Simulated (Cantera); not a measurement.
What does this Cantera script print?

```python
import numpy as np
import cantera as ct

gas = ct.Solution("gri30.yaml")
gas.TPX = 1673, 4400, {'CH4': 1, 'H2': 1.5}
reactor = ct.IdealGasConstPressureReactor(gas, energy="off", clone=False)
net = ct.ReactorNet([reactor])
net.rtol, net.atol = 1e-08, 1e-18
show = ['CH4', 'H2', 'C2H6', 'H', 'CH2', 'C2H2', 'CH3']
times = np.geomspace(0.0007, 3, 12)

steps = ct.SolutionArray(gas, extra=["t"])
rows = []
print(f"{'t/s':>10s}{'T/K':>9s}{'P/Pa':>11s}" + "".join(f"{s:>11s}" for s in show))
for t in times:
    while net.time < t:
        t_next = net.step()
        steps.append(gas.state, t=t_next)
    rows.append([np.interp(t, steps.t, y) for y in (steps.T, steps.P, *steps(*show).X.T)])
    print(f"{t:10.3e}{rows[-1][0]:9.1f}{rows[-1][1]:11.4g}" + "".join(f"{x:11.3e}" for x in rows[-1][2:]))
rate = np.gradient(steps.T, steps.t)
print("integrator steps:", len(steps.t))
if steps.T.max() > steps.T[0] + 200:
    print(f"time of steepest temperature rise: {steps.t[rate.argmax()]:.4e} s")
gas.TPX = 1673, 4400, {'CH4': 1, 'H2': 1.5}
gas.equilibrate("TP")
print(f"equilibrium (TP): T = {gas.T:.1f} K  " + "  ".join(f"{s} {gas[s].X[0]:.3e}" for s in show))
```

Output:

```
       t/s      T/K       P/Pa        CH4         H2       C2H6          H        CH2       C2H2        CH3
 7.000e-04   1673.0       4400  3.996e-01  6.001e-01  2.493e-06  2.687e-05  1.468e-08  4.031e-08  3.558e-04
 1.497e-03   1673.0       4400  3.990e-01  6.002e-01  1.716e-05  5.574e-05  6.128e-08  1.135e-06  7.406e-04
 3.202e-03   1673.0       4400  3.970e-01  6.009e-01  8.437e-05  1.113e-04  2.221e-07  3.316e-05  1.467e-03
 6.849e-03   1673.0       4400  3.887e-01  6.053e-01  2.321e-04  1.892e-04  5.508e-07  7.677e-04  2.409e-03
 1.465e-02   1673.0       4400  3.619e-01  6.219e-01  2.716e-04  2.279e-04  6.803e-07  7.332e-03  2.630e-03
 3.133e-02   1673.0       4400  3.112e-01  6.547e-01  2.064e-04  2.439e-04  6.156e-07  2.599e-02  2.308e-03
 6.702e-02   1673.0       4400  2.388e-01  7.018e-01  1.283e-04  2.707e-04  5.222e-07  5.384e-02  1.843e-03
 1.433e-01   1673.0       4400  1.575e-01  7.546e-01  6.137e-05  3.105e-04  4.110e-07  8.461e-02  1.303e-03
 3.066e-01   1673.0       4400  8.716e-02  8.002e-01  2.167e-05  3.631e-04  2.962e-07  1.107e-01  7.982e-04
 6.558e-01   1673.0       4400  4.101e-02  8.301e-01  5.638e-06  4.216e-04  1.889e-07  1.276e-01  4.215e-04
 1.403e+00   1673.0       4400  1.754e-02  8.453e-01  1.178e-06  4.693e-04  1.030e-07  1.362e-01  1.974e-04
 3.000e+00   1673.0       4400  7.558e-03  8.517e-01  2.432e-07  4.943e-04  5.037e-08  1.398e-01  8.895e-05
integrator steps: 1057
equilibrium (TP): T = 1673.0 K  CH4 2.090e-03  H2 8.553e-01  C2H6 3.188e-08  H 5.056e-04  CH2 1.490e-08  C2H2 1.418e-01  CH3 2.507e-05
```

Detailed kinetics in Cantera: GRI-Mech 3.0 (53 species, 325 reactions). GRI-Mech 3.0 stops at C3 and has no aromatics, soot or wall deposition, so with more carbon than oxygen in the feed, carbon stays in small species such as C2H2 where larger ones or solid carbon would form. Radical loss at walls, strong at low pressure, is not modelled.
